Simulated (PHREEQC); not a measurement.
Dissolve 13 mmol/kgw HF and 0.036 mmol/kgw Na2B4O7 at 25 °C. It is in equilibrium with CO2 at log p = -3.4 (atm). Otherwise closed; pH follows from the charge balance.

Equilibrium calculation in PHREEQC: ion-association model, wateq4f.dat.

| Item | Result |
|---|---|
| pH | 2.59 |
| ionic strength | 0.00278 mol/kgw |
| total alkalinity | -12.9 meq/kg |

| species | molality | activity | log γ |
|---|---|---|---|
| HF | 0.00926 | 0.00926 | 0.000 |
| H+ | 0.00271 | 0.00257 | -0.023 |
| F- | 0.00255 | 0.00240 | -0.025 |
| H2F2 | 0.000224 | 0.000224 | 0.000 |
| BF4- | 0.000137 | 0.000129 | -0.026 |
| HF2- | 9.06e-5 | 8.55e-5 | -0.025 |
| Na+ | 7.19e-5 | 6.79e-5 | -0.025 |
| CO2 | 1.36e-5 | 1.36e-5 | 0.000 |
| BF3OH- | 5.43e-6 | 5.11e-6 | -0.026 |
| H3BO3 | 1.19e-6 | 1.19e-6 | 0.000 |
| BF2(OH)2- | 8.01e-7 | 7.55e-7 | -0.026 |
| NaF | 9.39e-8 | 9.39e-8 | 0.000 |
| HCO3- | 2.48e-9 | 2.35e-9 | -0.025 |

This is a speciation only: nothing precipitates in the calculation. Species that the database lacks are ignored. Real BF4- forms and hydrolyses slowly; the run takes it at equilibrium.
